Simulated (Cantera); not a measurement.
A closed system holds: 1 mol Fe3O4, 180 mol H2, 0.87 mol H2O, at 728 Torr.

These are equilibrium values from Cantera (NASA tables, ideal gas, pure condensed phases), not measurements of a reactor. Candidate condensed phases: Fe, FeO, Fe(OH)2, Fe(OH)3, Fe2O3, Fe3O4, H2O; 12 gas species. The numbers say what is thermodynamically allowed, not how fast it happens.

x: gas mole fraction; n: condensed amount in mol.

```csv
T (°C),x H2,x H2O,x H,x Fe(OH)2,x Fe,n Fe(α),n Fe(γ)
600,0.973,0.0269,4.69e-11,2.83e-12,<1e-12,3.00,0
650,0.973,0.0269,2.45e-10,9.37e-12,<1e-12,3.00,0
700,0.973,0.0269,1.08e-9,2.75e-11,<1e-12,3.00,0
750,0.973,0.0269,4.15e-9,7.23e-11,<1e-12,3.00,0
800,0.973,0.0269,1.40e-8,1.73e-10,<1e-12,3.00,0
850,0.973,0.0269,4.27e-8,3.82e-10,…,3.00,0
900,0.973,0.0269,1.18e-7,7.88e-10,…,3.00,0
950,0.973,0.0269,3.01e-7,1.53e-9,…,0,3.00
1000,0.973,0.0269,7.14e-7,2.82e-9,…,0,3.00
1050,0.973,0.0269,1.59e-6,4.98e-9,…,0,3.00
```

**Question.** Some entries are withheld; supply them.

**Answer.** 
- 850, x Fe: 3.21e-12
- 900, x Fe: 2.02e-11
- 950, x Fe: 1.09e-10
- 1000, x Fe: 5.13e-10
- 1050, x Fe: 2.14e-9
